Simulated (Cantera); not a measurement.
Cantera run:

```python
import numpy as np
import cantera as ct

gas_names = """
    C CH CH2 CH3 CH2OH CH3O CH4 CH3OH CN CO CO2 COOH C2 C2H CHCO,ketyl C2H2,acetylene C2H2,vinylidene
    CH2CO,ketene C2H3,vinyl CH3CN CH3CO,acetyl C2H4 C2H4O,ethylen CH3CHO,ethanal CH3COOH (HCOOH)2 C2H5
    C2H6 CH3OCH3 C2H5OH CCN CNC C2N2 C2O C3 C3H3,propargyl C3H4,allene C3H4,propyne C3H4,cyclo-
    C3H5,allyl C3H6,propylene C3H6,cyclo- C3H6O C3H7,n-propyl C3H7,i-propyl C3H8 C3H8O,1propanol
    C3H8O,2propanol C3O2 C4 C4H2 C4H4,1,3-cyclo- C4H6,butadiene C4H6,2-butyne C4H6,cyclo- C4H8,1-butene
    C4H8,cis2-buten C4H8,tr2-butene C4H8,isobutene C4H8,cyclo- (CH3COOH)2 C4H9,n-butyl C4H9,i-butyl
    C4H9,s-butyl C4H9,t-butyl C4H10,isobutane C4H10,n-butane C4N2 C5 C5H6,1,3cyclo- C5H8,cyclo-
    C5H10,1-pentene C5H10,cyclo- C5H11,pentyl C5H11,t-pentyl C5H12,n-pentane C5H12,i-pentane
    CH3C(CH3)2CH3 C6H2 C6H5,phenyl C6H5O,phenoxy C6H6 C6H5OH,phenol C6H10,cyclo- C6H12,1-hexene
    C6H12,cyclo- C6H13,n-hexyl C7H7,benzyl C7H8 C7H8O,cresol C7H14,1-heptene C7H15,n-heptyl
    C7H16,n-heptane C8H8,styrene C8H10,ethylbenz C8H16,1-octene C8H17,n-octyl C8H18,isooctane
    C8H18,n-octane C9H19,n-nonyl C10H8,naphthale C10H21,n-decyl C12H9,o-bipheny C12H10,bipheny H HCN HCO
    HCCN HNC HNCO HNO HNO2 HNO3 HO2 H2 HCHO,formaldehy HCOOH H2O H2O2 N NCO NH NH2 NH3 NH2OH NO NO2 NO3
    N2 N2H2 N2H4 N2O O OH O2 O3 Si SiC SiC2 SiC4H12 SiH SiH2 SiH3 SiH4 SiN SiO SiO2 Si2 Si2C Si2N Si3
""".split()
cond_names = """
    C(gr) C6H6(L) C7H8(L) C8H18(L),n-octa H2O(s) H2O(L) Si(cr) Si(L) SiC(b) SiO2(Lqz) SiO2(hqz) SiO2(L)
    Si2N2O(s) Si3N4(a)
""".split()


def load(file, names, dense=False):
    # The tables refer to 1 bar. Condensed volumes are neglected.
    table = {s.name: s for s in ct.Species.list_from_file(file)}
    out = []
    for n in names:
        d = dict(table[n].input_data)
        d["thermo"] = dict(d["thermo"], **{"reference-pressure": 1e5})
        if dense:
            d["equation-of-state"] = {"model": "constant-volume", "density": "1e6 g/cm^3"}
        out.append(ct.Species.from_dict(d))
    return out


gas = ct.Solution(thermo="ideal-gas", species=load("nasa_gas.yaml", gas_names))
cond = {s.name: ct.Solution(thermo="fixed-stoichiometry", species=[s], name=s.name)
        for s in load("nasa_condensed.yaml", cond_names, dense=True)}
atoms = {
    'SiC': {'Si': 1, 'C': 1},
    'N2O': {'N': 2, 'O': 1},
    'H2': {'H': 2},
}
top_T = {'C(gr)': 4500, 'SiC(b)': 3050, 'Si2N2O(s)': 2100, 'Si3N4(a)': 2400}  # K; cautious upper limits of use, not melting points


def equilibrate(T, P, feed):
    n = {}
    for name, mol in feed.items():
        for a, k in atoms[name].items():
            n[a] = n.get(a, 0.0) + k * mol
    gas.TPX = T, P, n
    mass = sum(n.values()) * gas.mean_molecular_weight
    gas.equilibrate("TP")
    valid = [c for c in cond.values() if c.min_temp <= T <= top_T.get(c.name, c.max_temp)]
    mix = ct.Mixture([(gas, mass / gas.mean_molecular_weight)] + [(c, 0.0) for c in valid])
    mix.T, mix.P = T, P
    mix.equilibrate("TP", solver="vcs", rtol=1e-11, max_steps=5000)
    return mix


results = []
feed = {'SiC': 1, 'N2O': 0.026, 'H2': 5.2}  # mol
T = 1873  # K
P = 100000  # Pa
mix = equilibrate(T, P, feed)
results.append((T, P, feed, dict(zip(mix.species_names, mix.species_moles))))
print(gas.report(threshold=0.001))
for i in range(1, mix.n_phases):
    print(f"{mix.phase(i).name:16s} {mix.phase_moles(i):12.5e} mol")
```

Result:

```
       temperature   1873 K
          pressure   1e+05 Pa
           density   0.014866 kg/m^3
  mean mol. weight   2.3151 kg/kmol
   phase of matter   gas

                          1 kg             1 kmol
                     ---------------   ---------------
          enthalpy        2.0878e+07        4.8335e+07  J
   internal energy        1.4151e+07        3.2762e+07  J
           entropy             81005        1.8753e+05  J/K
    Gibbs function       -1.3085e+08       -3.0292e+08  J
 heat capacity c_p             14591             33780  J/K
 heat capacity c_v             11000             25465  J/K

                      mass frac. Y      mole frac. X     chem. pot. / RT
                     ---------------   ---------------   ---------------
                CO          0.029439         0.0024332           -40.597
                H2           0.86154           0.98935           -19.284
                N2          0.059567         0.0049226           -32.035
               SiO          0.047795           0.00251           -41.859
     [ +147 minor]          0.001655        0.00077948

C(gr)             0.00000e+00 mol
Si(L)             0.00000e+00 mol
SiC(b)            9.86669e-01 mol
SiO2(L)           0.00000e+00 mol
Si2N2O(s)         0.00000e+00 mol
Si3N4(a)          0.00000e+00 mol
```

Cantera equilibrium calculation (NASA polynomials, part measured and part estimated; ideal gas, pure solids and liquids). Gases not in the tables: Si2H6 and higher silanes.
